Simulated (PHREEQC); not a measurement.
0.25 g of hydrous ferric oxide (600 m²/g; 0.2 weak and 0.005 strong sites per Fe, Dzombak-Morel constants, diffuse double layer) in 1 kg of water with 0.05 mol/kgw of an inert sodium salt and 0.0045 mmol/kgw ZnSO4 and 0.17 mmol/kgw CuSO4, at 25 °C; the pH is set by adding NaOH or the inert anion's acid. Oxygen is held at 0.21 atm. CO2 from the air is kept out. Nothing may precipitate in this run.

The series has 13 steps of pH, from 3 to 11.

The numbers come from PHREEQC with the ion-association model, wateq4f.dat.

Problem. Near which pH is half of the S sorbed, and on which side is more sorbed?

Solution. Near pH 5.9, with more sorbed at lower pH.

Problem. Near which pH is half of the Zn sorbed, and on which side is more sorbed?

Solution. Near pH 7.0, with more sorbed at higher pH.

Problem. Near which pH is half of the Cu sorbed, and on which side is more sorbed?

Solution. Near pH 5.3, with more sorbed at higher pH.

Along this series the solution becomes supersaturated in solids that the run did not let form, among them Cu(OH)2. The database's constant for dissolved Cu(OH)2 is higher than later reviews accept. The oxide is taken as insoluble; below pH 4 it would dissolve.
